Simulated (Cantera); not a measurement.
Input (Python, Cantera):

```python
import numpy as np
import cantera as ct

gas = ct.Solution("gri30.yaml")
gas.TPX = 900, 450000, {'CO': 0.0014, 'O2': 0.032, 'H2O': 0.00044, 'N2': 1, 'H2': 0.0014}
reactor = ct.IdealGasConstPressureReactor(gas, energy="off", clone=False)
net = ct.ReactorNet([reactor])
net.rtol, net.atol = 1e-08, 1e-18
show = ['CO', 'O2', 'H2O', 'H2O2', 'H2']
times = np.geomspace(1e-05, 30, 12)

steps = ct.SolutionArray(gas, extra=["t"])
rows = []
print(f"{'t/s':>10s}{'T/K':>9s}{'P/Pa':>11s}" + "".join(f"{s:>11s}" for s in show))
for t in times:
    while net.time < t:
        t_next = net.step()
        steps.append(gas.state, t=t_next)
    rows.append([np.interp(t, steps.t, y) for y in (steps.T, steps.P, *steps(*show).X.T)])
    print(f"{t:10.3e}{rows[-1][0]:9.1f}{rows[-1][1]:11.4g}" + "".join(f"{x:11.3e}" for x in rows[-1][2:]))
rate = np.gradient(steps.T, steps.t)
print("integrator steps:", len(steps.t))
if steps.T.max() > steps.T[0] + 200:
    print(f"time of steepest temperature rise: {steps.t[rate.argmax()]:.4e} s")
gas.TPX = 900, 450000, {'CO': 0.0014, 'O2': 0.032, 'H2O': 0.00044, 'N2': 1, 'H2': 0.0014}
gas.equilibrate("TP")
print(f"equilibrium (TP): T = {gas.T:.1f} K  " + "  ".join(f"{s} {gas[s].X[0]:.3e}" for s in show))
```

It prints:

```
       t/s      T/K       P/Pa         CO         O2        H2O       H2O2         H2
 1.000e-05    900.0    4.5e+05  1.352e-03  3.091e-02  4.250e-04  6.992e-19  1.352e-03
 3.880e-05    900.0    4.5e+05  1.352e-03  3.091e-02  4.250e-04  1.335e-17  1.352e-03
 1.505e-04    900.0    4.5e+05  1.352e-03  3.091e-02  4.250e-04  3.060e-16  1.352e-03
 5.841e-04    900.0    4.5e+05  1.352e-03  3.091e-02  4.250e-04  7.331e-15  1.352e-03
 2.266e-03    900.0    4.5e+05  1.352e-03  3.091e-02  4.250e-04  1.353e-13  1.352e-03
 8.793e-03    900.0    4.5e+05  1.352e-03  3.091e-02  4.250e-04  2.068e-12  1.352e-03
 3.412e-02    900.0    4.5e+05  1.352e-03  3.091e-02  4.250e-04  2.689e-11  1.352e-03
 1.324e-01    900.0    4.5e+05  1.352e-03  3.091e-02  4.250e-04  3.145e-10  1.352e-03
 5.136e-01    900.0    4.5e+05  1.352e-03  3.091e-02  4.255e-04  1.567e-08  1.352e-03
 1.993e+00    900.0    4.5e+05  1.285e-03  3.079e-02  5.995e-04  4.952e-06  1.172e-03
 7.732e+00    900.0    4.5e+05  8.330e-04  3.012e-02  1.529e-03  8.518e-07  2.483e-04
 3.000e+01    900.0    4.5e+05  5.013e-04  2.986e-02  1.741e-03  6.888e-08  3.776e-05
integrator steps: 835
equilibrium (TP): T = 900.0 K  CO 5.194e-15  O2 2.960e-02  H2O 1.780e-03  H2O2 4.421e-13  H2 1.570e-14
```

Cantera simulation using GRI-Mech 3.0 (53 species, 325 reactions); the numbers are that mechanism's predictions, not measurements. The hydrogen kinetics of GRI-Mech 3.0 are dated; newer H2 mechanisms differ, most at raised pressure. Below about 950 K walls govern HO2 and H2O2 in real vessels.
